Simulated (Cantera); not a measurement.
An adiabatic, constant-pressure homogeneous reactor starts with CH4 : H2 : O2 : N2 = 1 : 1.2 : 1.53 : 5.75 (molar parts), at 1400 K and 180000 Pa. Integrator tolerance rtol = 1e-08.

Detailed kinetics in Cantera: GRI-Mech 3.0 (53 species, 325 reactions).

Task: What does this change do: initial temperature 1400 to 1575 K?

Result: 
```
quantity                                                              before                                      after
---------------------------------  -----------------------------------------  -----------------------------------------
time of steepest temperature rise                                   0.160 ms                                    59.2 µs
temperature at 4.00 s                                                 2669 K                                     2768 K
equilibrium temperature                                               2669 K                                     2768 K
x(CH4) at 4.00 s                   5.08e-12 (gas-phase equilibrium 5.80e-12)  3.57e-12 (gas-phase equilibrium 4.10e-12)
x(H2) at 4.00 s                          0.128 (gas-phase equilibrium 0.128)        0.126 (gas-phase equilibrium 0.126)
x(O2) at 4.00 s                    0.000185 (gas-phase equilibrium 0.000185)  0.000407 (gas-phase equilibrium 0.000407)
x(CH2O) at 4.00 s                    7.58e-9 (gas-phase equilibrium 7.58e-9)    7.52e-9 (gas-phase equilibrium 7.52e-9)
x(CH2) at 4.00 s                   1.76e-12 (gas-phase equilibrium 1.90e-12)  2.67e-12 (gas-phase equilibrium 2.84e-12)
x(NO) at 4.00 s                    0.000770 (gas-phase equilibrium 0.000770)    0.00132 (gas-phase equilibrium 0.00132)
```

Task: What does this change do: constant volume in place of constant pressure?

Result: 
```tsv
quantity	before	after
time of steepest temperature rise	0.160 ms	0.139 ms
temperature at 4.00 s	2669 K	2905 K
equilibrium temperature	2669 K	2905 K
x(CH4) at 4.00 s	5.08e-12 (gas-phase equilibrium 5.80e-12)	1.17e-11 (gas-phase equilibrium 1.34e-11)
x(H2) at 4.00 s	0.128 (gas-phase equilibrium 0.128)	0.126 (gas-phase equilibrium 0.126)
x(O2) at 4.00 s	0.000185 (gas-phase equilibrium 0.000185)	0.000505 (gas-phase equilibrium 0.000505)
x(CH2O) at 4.00 s	7.58e-9 (gas-phase equilibrium 7.58e-9)	1.68e-8 (gas-phase equilibrium 1.68e-8)
x(CH2) at 4.00 s	1.76e-12 (gas-phase equilibrium 1.90e-12)	1.00e-11 (gas-phase equilibrium 1.07e-11)
x(NO) at 4.00 s	0.000770 (gas-phase equilibrium 0.000770)	0.00177 (gas-phase equilibrium 0.00177)
```
